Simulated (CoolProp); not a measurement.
A simple Rankine cycle with R1336mzz(Z): condensing at 310.15 K, boiler at 0.617 MPa, turbine inlet 382.5 K, turbine efficiency 0.7, pump efficiency 0.6, no recuperator. Each further row changes one setting.

The numbers come from the reference Helmholtz-energy equation of state, McLinden 2020 in CoolProp.

```csv
case,thermal efficiency (%),net work (kJ/kg),heat in (kJ/kg),turbine exit temperature (K),volume ratio over the turbine
as stated,[?],19.2,222,353.0,5.61
turbine inlet 402.5 K,8.5,20.7,244,[?],5.50
condensing temperature 302.15 K,[?],22.6,232,348.8,[?]
boiler pressure 0.432 MPa,7.0,15.8,226,360.6,[?]
turbine efficiency 0.6,7.4,16.4,222,356.0,[?]
```

Question: Some entries are withheld; supply them.

Answer: 
- as stated, thermal efficiency (%): 8.6
- turbine inlet 402.5 K, turbine exit temperature (K): 373.8
- condensing temperature 302.15 K, thermal efficiency (%): 9.7
- condensing temperature 302.15 K, volume ratio over the turbine: 7.50
- boiler pressure 0.432 MPa, volume ratio over the turbine: 3.81
- turbine efficiency 0.6, volume ratio over the turbine: 5.67
